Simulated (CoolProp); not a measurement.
The fluid at 293.15 K and 0.104 MPa is compressed adiabatically to 0.561 MPa with isentropic efficiency 0.85. The same conditions are run with several fluids, on thermodynamics alone (safety and materials aside).

Computed with CoolProp (reference Helmholtz-energy equation of state of each fluid (R236EA: Rui 2013; ethylene: Smukala 2000; R114: Platzer 1990; C2F6 (R116): Lemmon 2006; dry air: Lemmon 2000)). The equations of Platzer and Polt are older, rougher fits. Blends and air are pseudo-pure fits.

```
fluid        work (kJ/kg)  final temperature (K)  final density (kg/m³)
-----------  ------------  ---------------------  ---------------------
R236EA               31.1                  336.7                   35.2
ethylene              200                  411.5                   4.65
R114                 28.0                  339.9                   38.9
C2F6 (R116)          36.6                  341.5                   28.3
dry air               214                  504.4                   3.87
```
